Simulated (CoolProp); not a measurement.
Vapour-liquid equilibrium of R143a (1) + isobutene (2) at -42.25 °C; x and y are mole fractions of (1).

Computed with CoolProp (multi-fluid Helmholtz-energy mixture model, Lemmon and Jacobsen 2000 and Lemmon 2005; pair parameters Bell 2016).

Q: Give the bubble pressure and the first vapour's composition at x = 0.75, 0.85, 0.95. Is there an azeotrope?

A: x = 0.75: 0.1119 MPa, y = 0.908; x = 0.85: 0.1180 MPa, y = 0.937; x = 0.95: 0.1244 MPa, y = 0.976. No azeotrope shows between x = 0.05 and 0.95.

The pair parameters rest on a limited set of measurements; away from them the model extrapolates. With so large a gap from Raoult's law the liquid may split in two, which this calculation doesn't test in full.
